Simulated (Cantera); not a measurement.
What does this Cantera script print?

```python
import numpy as np
import cantera as ct

gas_names = """
    C CH CH2 CH3 CH2OH CH3O CH4 CH3OH CO CO2 COOH C2 C2H CHCO,ketyl C2H2,acetylene C2H2,vinylidene
    CH2CO,ketene C2H3,vinyl CH3CO,acetyl C2H4 C2H4O,ethylen CH3CHO,ethanal CH3COOH (HCOOH)2 C2H5 C2H6
    CH3OCH3 C2H5OH C2O C3 C3H3,propargyl C3H4,allene C3H4,propyne C3H4,cyclo- C3H5,allyl C3H6,propylene
    C3H6,cyclo- C3H6O C3H7,n-propyl C3H7,i-propyl C3H8 C3H8O,1propanol C3H8O,2propanol C3O2 C4 C4H2
    C4H4,1,3-cyclo- C4H6,butadiene C4H6,2-butyne C4H6,cyclo- C4H8,1-butene C4H8,cis2-buten
    C4H8,tr2-butene C4H8,isobutene C4H8,cyclo- (CH3COOH)2 C4H9,n-butyl C4H9,i-butyl C4H9,s-butyl
    C4H9,t-butyl C4H10,isobutane C4H10,n-butane C5 C5H6,1,3cyclo- C5H8,cyclo- C5H10,1-pentene
    C5H10,cyclo- C5H11,pentyl C5H11,t-pentyl C5H12,n-pentane C5H12,i-pentane CH3C(CH3)2CH3 C6H2
    C6H5,phenyl C6H5O,phenoxy C6H6 C6H5OH,phenol C6H10,cyclo- C6H12,1-hexene C6H12,cyclo- C6H13,n-hexyl
    C7H7,benzyl C7H8 C7H8O,cresol C7H14,1-heptene C7H15,n-heptyl C7H16,n-heptane C8H8,styrene
    C8H10,ethylbenz C8H16,1-octene C8H17,n-octyl C8H18,isooctane C8H18,n-octane C9H19,n-nonyl
    C10H8,naphthale C10H21,n-decyl C12H9,o-bipheny C12H10,bipheny H HCO HO2 H2 HCHO,formaldehy HCOOH H2O
    H2O2 O OH O2 O3
""".split()
cond_names = """
    C(gr) C6H6(L) C7H8(L) C8H18(L),n-octa H2O(s) H2O(L)
""".split()


def load(file, names, dense=False):
    # The tables refer to 1 bar. Condensed volumes are neglected.
    table = {s.name: s for s in ct.Species.list_from_file(file)}
    out = []
    for n in names:
        d = dict(table[n].input_data)
        d["thermo"] = dict(d["thermo"], **{"reference-pressure": 1e5})
        if dense:
            d["equation-of-state"] = {"model": "constant-volume", "density": "1e6 g/cm^3"}
        out.append(ct.Species.from_dict(d))
    return out


gas = ct.Solution(thermo="ideal-gas", species=load("nasa_gas.yaml", gas_names))
cond = {s.name: ct.Solution(thermo="fixed-stoichiometry", species=[s], name=s.name)
        for s in load("nasa_condensed.yaml", cond_names, dense=True)}
atoms = {
    'C6H6': {'C': 6, 'H': 6},
    'H2O': {'H': 2, 'O': 1},
    'H2': {'H': 2},
    'O2': {'O': 2},
}
top_T = {'C(gr)': 4500}  # K; cautious upper limits of use, not melting points


def equilibrate(T, P, feed):
    n = {}
    for name, mol in feed.items():
        for a, k in atoms[name].items():
            n[a] = n.get(a, 0.0) + k * mol
    gas.TPX = T, P, n
    mass = sum(n.values()) * gas.mean_molecular_weight
    gas.equilibrate("TP")
    valid = [c for c in cond.values() if c.min_temp <= T <= top_T.get(c.name, c.max_temp)]
    mix = ct.Mixture([(gas, mass / gas.mean_molecular_weight)] + [(c, 0.0) for c in valid])
    mix.T, mix.P = T, P
    mix.equilibrate("TP", solver="vcs", rtol=1e-11, max_steps=5000)
    return mix


results = []
feed = {'C6H6': 1, 'H2O': 3.8, 'H2': 0.56, 'O2': 0.19}  # mol
T = 1800  # K
P = 580000  # Pa
mix = equilibrate(T, P, feed)
results.append((T, P, feed, dict(zip(mix.species_names, mix.species_moles))))
x = sorted(zip(gas.X, gas.species_names), reverse=True)
print(f"T = {T:g} K  P = {P:g} Pa  gas = {mix.phase_moles(0):.4g} mol")
print("   x: " + "  ".join(f"{s} {v:.3e}" for v, s in x if v > 1e-05))
print("   condensed (mol): " + ("  ".join(f"{mix.phase(i).name} {mix.phase_moles(i):.4g}"
      for i in range(1, mix.n_phases) if mix.phase_moles(i) > 1e-12) or "none"))
```

Output:

```
T = 1800 K  P = 580000 Pa  gas = 11.51 mol
   x: H2 6.350e-01  CO 3.625e-01  CH4 1.799e-03  H2O 3.807e-04  H 1.185e-04  C2H2,acetylene 1.114e-04  CO2 5.689e-05
   condensed (mol): C(gr) 1.801
```

Equilibrium computed with Cantera from the NASA thermochemical tables; the gas is ideal and each condensed phase is pure.
